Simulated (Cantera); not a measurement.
An isothermal, constant-pressure homogeneous reactor starts with NO : N2 = 1 : 0.3 (molar parts), at 1998 K and 0.580 bar. Integrator tolerance rtol = 1e-08.

Model: GRI-Mech 3.0 (53 species, 325 reactions), integrated in Cantera.

### Question
What does this change do: pressure from 0.580 bar to 82.5 Torr?

### Answer
```json
[
 {"quantity": "x(NO) at 5.00 s", "before": "0.0256 (gas-phase equilibrium 0.00905)", "after": "0.140 (gas-phase equilibrium 0.00905)"},
 {"quantity": "x(O) at 5.00 s", "before": "0.000531 (gas-phase equilibrium 0.000536)", "after": "0.00113 (gas-phase equilibrium 0.00123)"},
 {"quantity": "x(O2) at 5.00 s", "before": "0.371 (gas-phase equilibrium 0.380)", "after": "0.314 (gas-phase equilibrium 0.379)"},
 {"quantity": "x(N2) at 5.00 s", "before": "0.602 (gas-phase equilibrium 0.611)", "after": "0.545 (gas-phase equilibrium 0.610)"},
 {"quantity": "x(N2O) at 5.00 s", "before": "5.56e-7 (gas-phase equilibrium 3.41e-7)", "after": "6.24e-6 (gas-phase equilibrium 1.48e-7)"},
 {"quantity": "x(NO2) at 5.00 s", "before": "4.47e-5 (gas-phase equilibrium 1.60e-5)", "after": "9.76e-5 (gas-phase equilibrium 6.97e-6)"}
]
```

### Question
What does this change do: pressure from 0.580 bar to 90.0 Torr?

### Answer
```
quantity                                             before                                    after
----------------  -----------------------------------------  ---------------------------------------
x(NO) at 5.00 s      0.0256 (gas-phase equilibrium 0.00905)    0.128 (gas-phase equilibrium 0.00905)
x(O) at 5.00 s    0.000531 (gas-phase equilibrium 0.000536)  0.00109 (gas-phase equilibrium 0.00118)
x(O2) at 5.00 s         0.371 (gas-phase equilibrium 0.380)      0.320 (gas-phase equilibrium 0.379)
x(N2) at 5.00 s         0.602 (gas-phase equilibrium 0.611)      0.551 (gas-phase equilibrium 0.610)
x(N2O) at 5.00 s    5.56e-7 (gas-phase equilibrium 3.41e-7)  5.34e-6 (gas-phase equilibrium 1.55e-7)
x(NO2) at 5.00 s    4.47e-5 (gas-phase equilibrium 1.60e-5)  9.44e-5 (gas-phase equilibrium 7.28e-6)
```
